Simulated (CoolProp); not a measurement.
Aqueous ammonia as a coolant, at -14 °C, 1 atm.

Values from CoolProp's Melinder's fits for secondary coolants.

```json
[
 {"mass %": "11.2", "freezing point (°C)": "-15.7", "density (kg/m³)": "960.5", "cp (kJ/(kg K))": "4.243", "Prandtl number": "31.6", "conductivity (W/(m K))": "0.464"},
 {"mass %": "13.1", "freezing point (°C)": "-19.3", "density (kg/m³)": "955.0", "cp (kJ/(kg K))": "4.246", "Prandtl number": "32.6", "conductivity (W/(m K))": "0.454"},
 {"mass %": "15", "freezing point (°C)": "-23.3", "density (kg/m³)": "949.7", "cp (kJ/(kg K))": "4.248", "Prandtl number": "34.0", "conductivity (W/(m K))": "0.445"},
 {"mass %": "16.9", "freezing point (°C)": "-27.8", "density (kg/m³)": "944.6", "cp (kJ/(kg K))": "4.250", "Prandtl number": "35.4", "conductivity (W/(m K))": "0.435"},
 {"mass %": "18.8", "freezing point (°C)": "-32.9", "density (kg/m³)": "939.6", "cp (kJ/(kg K))": "4.252", "Prandtl number": "36.7", "conductivity (W/(m K))": "0.426"},
 {"mass %": "20.7", "freezing point (°C)": "-38.7", "density (kg/m³)": "934.8", "cp (kJ/(kg K))": "4.254", "Prandtl number": "37.7", "conductivity (W/(m K))": "0.417"},
 {"mass %": "22.6", "freezing point (°C)": "-45.4", "density (kg/m³)": "930.0", "cp (kJ/(kg K))": "4.255", "Prandtl number": "38.4", "conductivity (W/(m K))": "0.410"}
]
```
